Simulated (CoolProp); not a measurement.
Vapour-liquid equilibrium of hydrogen sulfide (1) + propane (2) at 212.4 K; x and y are mole fractions of (1).

Model: multi-fluid Helmholtz-energy mixture model, Lemmon 2006 and Lemmon 2009; pair parameters Kunz 2012, in CoolProp.

Task: Give the bubble pressure and the first vapour's composition at x = 0.05, 0.2, 0.95. Is there an azeotrope?

Result: x = 0.05: 0.05908 MPa, y = 0.333; x = 0.2: 0.09079 MPa, y = 0.610; x = 0.95: 0.1056 MPa, y = 0.897. y crosses x between x = 0.65 and 0.8: the model has an azeotrope there.

The pair parameters rest on a limited set of measurements; away from them the model extrapolates. With so large a gap from Raoult's law the liquid may split in two, which this calculation doesn't test in full.
